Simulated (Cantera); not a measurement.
Aluminium nitride and oxide growth: AlCl3 + O2 + N2 + NH3

Input: 1 mol AlCl3, 0.2 mol O2, 150 mol N2, 10 mol NH3, held at 1.43 Torr.

Method: chemical equilibrium by Gibbs-energy minimisation in Cantera with the NASA 1993 tables (ideal gas, pure condensed phases). Candidate condensed phases: Al, AlCl3, AlN, Al2O3, H2O, NH4Cl; 45 gas species. Mutual solubility and eutectic melting of coexisting phases are not modelled. The tables' values for AlCl2 are old estimates; treat these amounts as uncertain. Condensed phases not in the tables: aluminium oxynitride. Rates play no part.

```json
[
 {"T (°C)": "1077", "x N2": "0.904", "x H2": "0.0815", "x HCl": "0.0122", "x H": "1.56e-5", "n AlN(s)": "0.337", "n Al2O3(s)": "0.133"},
 {"T (°C)": "1177", "x N2": "0.903", "x H2": "0.0816", "x HCl": "0.0114", "x H": "6.20e-5", "n AlN(s)": "0", "n Al2O3(s)": "0.133"},
 {"T (°C)": "1277", "x N2": "0.902", "x H2": "0.0809", "x HCl": "0.0125", "x H": "0.000206", "n AlN(s)": "0", "n Al2O3(s)": "0.133"},
 {"T (°C)": "1377", "x N2": "0.902", "x H2": "0.0805", "x HCl": "0.0129", "x H": "0.000591", "n AlN(s)": "0", "n Al2O3(s)": "0.133"},
 {"T (°C)": "1477", "x N2": "0.901", "x H2": "0.0800", "x HCl": "0.0129", "x H": "0.00151", "n AlN(s)": "0", "n Al2O3(s)": "0.132"},
 {"T (°C)": "1577", "x N2": "0.900", "x H2": "0.0790", "x HCl": "0.0126", "x H": "0.00347", "n AlN(s)": "0", "n Al2O3(s)": "0.128"},
 {"T (°C)": "1677", "x N2": "0.898", "x H2": "0.0770", "x HCl": "0.0121", "x H": "0.00730", "n AlN(s)": "0", "n Al2O3(s)": "0.119"}
]
```
x: gas mole fraction; n: condensed amount in mol.

At 1077 °C the condensed part is AlN(s) + Al2O3(s). From 1177 °C to 1677 °C the condensed part is Al2O3(s). The main Al-bearing gas is AlCl3 at 1077 °C and AlCl at 1677 °C. The share of Al in condensed phases is highest at 1077 °C (60.3 %) and lowest at 1677 °C (23.9 %).
